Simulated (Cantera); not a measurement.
Charge: 1 mol CO, 0.016 mol NH3, 0.027 mol H2O, at 33000 Torr.

Method: chemical equilibrium by Gibbs-energy minimisation in Cantera with the NASA 1993 tables (ideal gas, pure condensed phases). Candidate condensed phases: C, C6H6, C7H8, C8H18, H2O; 169 gas species. Ions and electrons are included (thermal ionisation). The ideal-gas law is rough above about 30 bar. Equilibrium is a limit: real reactors are often held back by kinetics, nucleation or transport. All values below are at 1727 °C.

Base state: CO 0.923, H2 0.0436, CO2 0.0210, N2 0.00755, H2O 0.00454, H 5.12e-5, HCN 1.22e-5 (mole fractions); condensed: gas only.

What changes in the equilibrium state with this change: CO replaced by C2H4?


| species | before | after |
|---|---|---|
| H2 | 0.0436 | 0.964 |
| CH4 | 1.62e-6 | 0.0173 |
| CO | 0.923 | 0.0131 |
| CO2 | 0.0210 | 1.93e-7 |
| C2H4 | <1e-9 | 0.000211 |
| C2H2 (acetylene) | 7.00e-8 | 0.000740 |
| CH3 | 3.77e-8 | 8.57e-5 |
| C(graphite), mol | 0 | 1.93 |

What changes in the equilibrium state with this change: CO replaced by n-butane?


| species | before | after |
|---|---|---|
| H2 | 0.0436 | 0.974 |
| CH4 | 1.62e-6 | 0.0177 |
| CO | 0.923 | 0.00538 |
| CO2 | 0.0210 | 3.25e-8 |
| C2H4 | <1e-9 | 0.000216 |
| C2H2 (acetylene) | 7.00e-8 | 0.000748 |
| CH3 | 3.77e-8 | 8.71e-5 |
| H2O | 0.00454 | 2.70e-5 |
| NH3 | 6.99e-7 | 3.07e-5 |
| C(graphite), mol | 0 | 3.87 |
